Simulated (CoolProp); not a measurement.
A simple Rankine cycle with cyclohexane: condensing at 298.15 K, boiler at 1.93 MPa, turbine inlet 498.9 K, turbine efficiency 0.9, pump efficiency 0.7, no recuperator. Each further row changes one setting.

Model: reference Helmholtz-energy equation of state, Zhou 2014, in CoolProp.

```
case                             thermal efficiency (%)  net work (kJ/kg)  heat in (kJ/kg)  turbine exit temperature (K)  volume ratio over the turbine
-------------------------------  ----------------------  ----------------  ---------------  ----------------------------  -----------------------------
as stated                                          25.1               175              696                         384.3                            163
turbine inlet 518.9 K                              24.9               187              750                         408.0                            154
condensing temperature 290.15 K                    26.3               187              710                         377.0                            232
boiler pressure 1.35 MPa                           23.8               171              717                         398.5                            101
turbine efficiency 0.8                             22.3               155              696                         395.7                            168
```
